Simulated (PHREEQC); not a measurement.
**Acid mine or pickling water**

Model water analysis in mg/L, 25 °C, pH 2.94, pe 9.5:

```json
[
 {"constituent": "Na", "mg/L": "134"},
 {"constituent": "K", "mg/L": "72.8"},
 {"constituent": "Ca", "mg/L": "75.8"},
 {"constituent": "Mg", "mg/L": "68"},
 {"constituent": "Cl", "mg/L": "24.9"},
 {"constituent": "S(6) as SO4", "mg/L": "908"},
 {"constituent": "Fe(3)", "mg/L": "8.94"},
 {"constituent": "N(5) as NO3", "mg/L": "29.8"},
 {"constituent": "Cd", "mg/L": "0.989"},
 {"constituent": "Cu(2)", "mg/L": "1.7"}
]
```

Na is adjusted to close the charge balance.
Valence states are taken as typed.

All values are PHREEQC results (ion-association model, phreeqc.dat), not measurements.

Each row changes one thing in this solution. Precipitation was switched off in this run.

```json
[
 {"case": "as made", "ionic strength (mol/kgw)": "0.0267", "SO4-2 (mol/kgw)": "0.00717", "Mg+2 (mol/kgw)": "0.00186", "Ca+2 (mol/kgw)": "0.00137", "MgSO4 (mol/kgw)": "0.000945", "CaSO4 (mol/kgw)": "0.000521", "SI of Gypsum (CaSO4:2H2O)": "-0.95", "SI of Fe(OH)3(a) (Fe(OH)3)": "-1.71"},
 {"case": "all concentrations times 3 at the same typed pH", "ionic strength (mol/kgw)": "0.0732", "SO4-2 (mol/kgw)": "0.0197", "Mg+2 (mol/kgw)": "0.00462", "Ca+2 (mol/kgw)": "0.00353", "MgSO4 (mol/kgw)": "0.00380", "CaSO4 (mol/kgw)": "0.00213", "SI of Gypsum (CaSO4:2H2O)": "-0.33", "SI of Fe(OH)3(a) (Fe(OH)3)": "-1.57"},
 {"case": "Ca from 75.8 to 152 mg/L", "ionic strength (mol/kgw)": "0.0270", "SO4-2 (mol/kgw)": "0.00682", "Mg+2 (mol/kgw)": "0.00189", "Ca+2 (mol/kgw)": "0.00279", "MgSO4 (mol/kgw)": "0.000911", "CaSO4 (mol/kgw)": "0.00100", "SI of Gypsum (CaSO4:2H2O)": "-0.67", "SI of Fe(OH)3(a) (Fe(OH)3)": "-1.69"}
]
```

Some of these states are supersaturated (in Jarosite-K, Hematite (slow to form), for instance).
